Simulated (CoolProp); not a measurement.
Vapour-liquid equilibrium of n-octane (1) + ethylbenzene (2) at 729 kPa; x and y are mole fractions of (1).

Values from CoolProp's multi-fluid Helmholtz-energy mixture model, Beckmüller 2019 and Zhou 2012; pair parameters Bell 2016.

```
x     bubble temperature (K)  y at the bubble point  dew temperature at overall composition x (K)  liquid density (mol/L)
----  ----------------------  ---------------------  --------------------------------------------  ----------------------
0.05                   500.9                  0.066                                         501.2                   6.076
0.15                   498.6                  0.188                                         499.3                   5.869
0.25                   496.6                  0.299                                         497.4                   5.672
0.35                   494.9                  0.402                                         495.7                   5.484
0.45                   493.4                  0.498                                         494.1                   5.305
0.55                   492.1                  0.591                                         492.7                   5.135
0.65                   491.0                  0.682                                         491.4                   4.973
0.75                   490.1                  0.772                                         490.3                   4.820
0.85                   489.4                  0.862                                         489.5                   4.674
0.95                   488.8                  0.953                                         488.8                   4.536
```

No azeotrope shows between x = 0.05 and 0.95.

Pair parameters are fitted to limited data, so mixtures are less certain than the pure fluids.
